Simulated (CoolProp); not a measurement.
Decamethylcyclopentasiloxane (D5) along the isobar 1440 kPa: Z from the reference equation and from simpler models built on Tc = 618.3 K, pc = 1078 kPa, ω = 0.631; each cubic takes its own stable root.

Values from CoolProp's reference Helmholtz-energy equation of state, Thol 2019.

```
T (K)          phase  reference
-----  -------------  ---------
498.5         liquid     0.1757
515.8         liquid     0.1754
533.2         liquid     0.1759
550.5         liquid     0.1775
567.9         liquid     0.1806
585.3         liquid     0.1861
602.6         liquid     0.1960
620    supercritical     0.2172
```

### Question
How far does each simpler model (van der Waals, Redlich-Kwong, Peng-Robinson) lie from the reference over these 8 states: mean and median of the absolute difference, and the worst?

### Answer
- van der Waals: mean 65.5 %, median 68.0 %, worst +72.3 % at 498.5 K and 1440 kPa
- Redlich-Kwong: mean 26.2 %, median 26.0 %, worst +28.1 % at 602.6 K and 1440 kPa
- Peng-Robinson: mean 5.4 %, median 3.9 %, worst +14.3 % at 620 K and 1440 kPa
